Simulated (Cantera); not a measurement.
A freely propagating, adiabatic, planar premixed flame of H2 : O2 : N2 = 1 : 0.385 : 1.45 (molar parts), equivalence ratio 1.3, unburnt at 425 K and 1.01 bar; multicomponent+Soret transport, grid criteria slope 0.08 and curve 0.16, no radiation.

Computed with Cantera and the H2/O2 subset of GRI-Mech 3.0, which has no nitrogen chemistry. Burning velocities carry a grid error of a few per cent, more on coarse grids.

**Question.** Predict: laminar burning velocity; thermal thickness; peak x(HO2); peak x(H); peak x(OH); peak x(H2O2).

**Answer.** 
- laminar burning velocity = 453 cm/s
- thermal thickness = 0.380 mm
- peak x(HO2) = 0.000436
- peak x(H) = 0.0691
- peak x(OH) = 0.0129
- peak x(H2O2) = 6.17e-5
